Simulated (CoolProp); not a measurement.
The fluid at 403.96 K and 0.0711 MPa flows at 1.7 m/s in a round tube of 100 mm bore and 0.25 µm roughness, fully developed (64/Re and Nu = 3.66 if laminar; Colebrook and Gnielinski if turbulent). The same conditions are run with several fluids, on thermodynamics alone (safety and materials aside).

Values from CoolProp's reference Helmholtz-energy equation of state of each fluid (water: Wagner 2002; R134a: Tillner-Roth 1994; propylene: Lemmon 2013; methanol: de Reuck 1993; R123: Younglove 1994).

```csv
fluid,Reynolds number,Darcy friction factor,pressure drop (Pa/m),heat-transfer coefficient (W/(m² K)),mass flow (kg/h)
water,4850,0.0377,0.209,4.88,18.5
R134a,23300,0.0250,0.783,12.9,[?]
propylene,13100,0.0288,0.372,11.2,43.0
methanol,8860,[?],0.315,[?],[?]
R123,38600,[?],1.05,[?],157
```

Task: Fill in the missing entries.

Result: 
- R134a, mass flow (kg/h): 104
- methanol, Darcy friction factor: 0.0319
- methanol, heat-transfer coefficient (W/(m² K)): 7.52
- methanol, mass flow (kg/h): 32.9
- R123, Darcy friction factor: 0.0222
- R123, heat-transfer coefficient (W/(m² K)): 13.5

Transport values come from each fluid's own correlations; those of R134a, propylene are estimates that may be off by 10 % or more.
